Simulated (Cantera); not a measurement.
A closed system holds: 1 mol HMDSO, 0.38 mol O₂, 0.37 mol H₂, equilibrated at 377 °C and 25.0 Pa.

Equilibrium computed with Cantera from the NASA thermochemical tables; the gas is ideal and each condensed phase is pure. Candidate condensed phases: C, C₆H₆, C₇H₈, C₈H₁₈, H₂O, Si, SiC, SiO₂; 123 gas species. The feed counts by its element totals alone. Kinetics and transport are ignored.

Base state: H₂ 0.994, CH₄ 0.00642 (mole fractions); condensed: C(graphite) + SiC(s) + SiO₂(α-quartz).

Problem. What changes in the equilibrium state with this change: temperature from 377 °C to 1027 °C?

Solution. 
```json
[
 {"species": "H₂", "before": "0.994", "after": "0.842"},
 {"species": "CO", "before": "<1e-9", "after": "0.158"},
 {"species": "SiO", "before": "<1e-9", "after": "0.000117"},
 {"species": "CH₄", "before": "0.00642", "after": "1.39e-6"},
 {"species": "H", "before": "<1e-9", "after": "6.42e-5"},
 {"species": "C(graphite), mol", "before": "4.82", "after": "2.24"},
 {"species": "SiC(s), mol", "before": "1.12", "after": "2.00"},
 {"species": "SiO₂(α-quartz), mol", "before": "0.880", "after": "0"}
]
```

Problem. What changes in the equilibrium state with this change: temperature from 377 °C to 925 °C?

Solution. 
```csv
species,before,after
H₂,0.994,0.842
CO,<1e-9,0.158
SiO,<1e-9,6.31e-5
CH₄,0.00642,2.84e-6
H,<1e-9,1.10e-5
"C(graphite), mol",4.82,2.24
"SiC(s), mol",1.12,2.00
"SiO₂(α-quartz), mol",0.880,0
```

Problem. What changes in the equilibrium state with this change: O₂ from 0.38 to 26 mol?

Solution. 
| species | before | after |
|---|---|---|
| O₂ | <1e-9 | 0.473 |
| H₂O | <1e-9 | 0.321 |
| CO₂ | <1e-9 | 0.206 |
| H₂ | 0.994 | <1e-9 |
| CH₄ | 0.00642 | <1e-9 |
| C(graphite), mol | 4.82 | 0 |
| SiC(s), mol | 1.12 | 0 |
| SiO₂(α-quartz), mol | 0.880 | 2.00 |
